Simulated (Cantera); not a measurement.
Cantera run:

```python
import numpy as np
import cantera as ct

gas_names = """
    Fe FeO Fe(OH)2 H HO2 H2 H2O H2O2 H2S H2SO4 O OH O2 O3 S SH SO SO2 SO3 S2 S2O S8
""".split()
cond_names = """
    Fe(a) Fe(c) Fe(d) Fe(L) FeO(s) FeO(L) Fe(OH)2(s) Fe(OH)3(s) FeS(a) FeS(b) FeS(c) FeS(L) FeSO4(s)
    FeS2(s) Fe2O3(s) Fe2S3O12(s) Fe3O4(s) H2O(s) H2O(L) H2SO4(L) S(cr1) S(cr2) S(L)
""".split()


# ... load() reads the species with a 1 bar reference pressure and builds the phases ...
atoms = {
    'FeS': {'Fe': 1, 'S': 1},
    'SO2': {'S': 1, 'O': 2},
    'H2O': {'H': 2, 'O': 1},
}
top_T = {'FeSO4(s)': 950, 'FeS2(s)': 1010, 'Fe2O3(s)': 1830, 'Fe2S3O12(s)': 1100, 'Fe3O4(s)': 1870}  # K; cautious upper limits of use, not melting points


# ... equilibrate(T, P, feed) seeds the gas with the atoms and calls Mixture.equilibrate('TP', solver="vcs", rtol=1e-11, max_steps=5000) ...
results = []
feed = {'FeS': 1, 'SO2': 2.5, 'H2O': 0.16}  # mol
P = 100000  # Pa
for T in [1148, 1198, 1248, 1298, 1348, 1398, 1448, 1498, 1548, 1598]:
    mix = equilibrate(T, P, feed)
    results.append((T, P, feed, dict(zip(mix.species_names, mix.species_moles))))

top = {s: max(r[3][s] / sum(r[3][g] for g in gas_names) for r in results) for s in gas_names}
cols = sorted((s for s in top if top[s] > 0.001), key=lambda s: -top[s])[:6]
seen = [c for c in cond_names if any(r[3].get(c, 0) > 1e-12 for r in results)]
print("log10 of partial pressures in bar; condensed amounts in mol")
print(f"{'T/K':>10s}" + "".join(f"{s[:9]:>10s}" for s in cols + seen))
for T, P, feed, n in results:
    ng = sum(n[g] for g in gas_names)
    print(f"{T:10.4g}" + "".join(f"{np.log10(max(n[s] / ng * P / 1e5, 1e-99)):10.3f}" for s in cols)
          + "".join(f"{n.get(c, 0):10.4g}" for c in seen))
```

Result:

```
log10 of partial pressures in bar; condensed amounts in mol
       T/K       SO2        S2       H2O       S2O        SO        H2    FeO(s)    FeS(c)    FeS(L)  Fe3O4(s)
      1148    -0.049    -1.382    -1.238    -2.321    -3.732    -3.627         0    0.8508         0   0.04973
      1198    -0.053    -1.310    -1.240    -2.276    -3.485    -3.480         0    0.8248         0   0.05841
      1248    -0.057    -1.244    -1.242    -2.236    -3.259    -3.344         0    0.7969         0   0.06769
      1298    -0.062    -1.184    -1.244    -2.199    -3.050    -3.218         0    0.7675         0    0.0775
      1348    -0.066    -1.129    -1.247    -2.166    -2.858    -3.102         0    0.7368         0   0.08773
      1398    -0.071    -1.080    -1.250    -2.137    -2.680    -2.995         0    0.7051         0   0.09829
      1448    -0.078    -1.025    -1.260    -2.104    -2.513    -2.899     0.377     0.623         0         0
      1498    -0.087    -0.960    -1.266    -2.064    -2.355    -2.800    0.4397         0    0.5603         0
      1548    -0.094    -0.913    -1.272    -2.038    -2.210    -2.712    0.4922         0    0.5078         0
      1598    -0.103    -0.870    -1.279    -2.013    -2.076    -2.630    0.5471         0    0.4529         0
```

Equilibrium computed with Cantera from the NASA thermochemical tables; the gas is ideal and each condensed phase is pure. Metal and sulfide melt together well below either melting point, which pure phases cannot show. Mutual solubility and eutectic melting of coexisting phases are not modelled. The tables' stoichiometric FeO is somewhat more stable than real wüstite, so its field is too wide. FeO, FeS: taken at fixed stoichiometry. Gases not in the tables: S3 to S7.
